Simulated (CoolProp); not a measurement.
A single-stage vapour-compression cycle with propylene: evaporating at 300.15 K (dew point), condensing at 342.15 K (bubble point), superheat 8 K, subcooling 5 K, compressor efficiency 0.6, no pressure losses. Each further row changes one setting.

Model: reference Helmholtz-energy equation of state, Lemmon 2013, in CoolProp.

| case | cooling COP | pressure ratio | discharge temperature (K) | refrigerating effect (kJ/kg) | volumetric capacity (kJ/m³) |
|---|---|---|---|---|---|
| as stated | (withheld) | 2.49 | 369.9 | 238 | 5800 |
| evaporating temperature 305.15 K | (withheld) | 2.21 | 367.3 | 242 | 6680 |
| condensing temperature 337.15 K | 3.76 | 2.26 | 363.1 | 254 | 6190 |
| subcooling 10 K | 3.37 | 2.49 | 369.9 | 255 | (withheld) |
| superheat 18 K | 3.19 | 2.49 | 380.2 | (withheld) | (withheld) |
| compressor efficiency 0.5 | 2.62 | 2.49 | (withheld) | 238 | 5800 |

Problem. Some entries are withheld; supply them.

Solution. 
- as stated, cooling COP: 3.15
- evaporating temperature 305.15 K, cooling COP: 3.72
- subcooling 10 K, volumetric capacity (kJ/m³): 6210
- superheat 18 K, refrigerating effect (kJ/kg): 258
- superheat 18 K, volumetric capacity (kJ/m³): 5920
- compressor efficiency 0.5, discharge temperature (K): 376.3
